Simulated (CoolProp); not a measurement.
Vapour-liquid equilibrium of R114 (1) + n-hexane (2) at 346.4 K; x and y are mole fractions of (1).

The numbers come from the multi-fluid Helmholtz-energy mixture model, Platzer 1990 and Thol 2019; pair parameters Bell 2016 in CoolProp. This equation is an older, rougher fit; its heat capacities, sound speeds and derivatives of the liquid may be far off and weren't checked against measurements.

### Question
Give the bubble pressure and the first vapour's composition at x = 0.05, 0.15, 0.65. Is there an azeotrope?

### Answer
x = 0.05: 0.1667 MPa, y = 0.320; x = 0.15: 0.2574 MPa, y = 0.588; x = 0.65: 0.5863 MPa, y = 0.895. No azeotrope shows between x = 0.05 and 0.95.

Pair parameters are fitted to limited data, so mixtures are less certain than the pure fluids.
